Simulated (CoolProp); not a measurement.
The fluid at 582.33 K and 0.48 MPa is throttled through a valve to 0.0704 MPa with no heat exchange. The same conditions are run with several fluids, on thermodynamics alone (safety and materials aside).

Computed with CoolProp (reference Helmholtz-energy equation of state of each fluid (methanol: de Reuck 1993; propane: Lemmon 2009; n-undecane: Aleksandrov 2011; carbonyl sulfide: Lemmon 2006; octamethylcyclotetrasiloxane (D4): Thol 2015)).

```tsv
fluid	temperature change (K)	final density (kg/m³)
methanol	(withheld)	0.468
propane	(withheld)	(withheld)
n-undecane	-5.4	2.34
carbonyl sulfide	(withheld)	0.877
octamethylcyclotetrasiloxane (D4)	-4.0	(withheld)
```

### Question
Complete the blanks.

### Answer

- methanol, temperature change (K): -2.2
- propane, temperature change (K): -1.1
- propane, final density (kg/m³): 0.643
- carbonyl sulfide, temperature change (K): -1.9
- octamethylcyclotetrasiloxane (D4), final density (kg/m³): 4.43
